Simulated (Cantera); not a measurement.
Charge: 1 mol PbO, 0.85 mol CO, held at 1227 °C and 1.20 mbar.

Cantera equilibrium calculation (NASA polynomials, part measured and part estimated; ideal gas, pure solids and liquids). Candidate condensed phases: C, Pb, PbO, PbO2, Pb3O4; 15 gas species. Equilibrium is a limit: real reactors are often held back by kinetics, nucleation or transport.

Base state: Pb 0.458, CO2 0.457, PbO 0.0822, CO 0.00252, O2 0.000658 (mole fractions); condensed: gas only.

Problem. What changes in the equilibrium state with this change: PbO replaced by Ta2O5?

Solution. 
```json
[
 {"species": "CO", "before": "0.00252", "after": "1.000"},
 {"species": "CO2", "before": "0.457", "after": "0.000304"},
 {"species": "Pb", "before": "0.458", "after": "0"},
 {"species": "PbO", "before": "0.0822", "after": "0"},
 {"species": "O2", "before": "0.000658", "after": "<1e-9"},
 {"species": "Ta2O5(s), mol", "before": "0", "after": "1.000"}
]
```
Further candidate phases: Ta, TaC, Ta2O5.
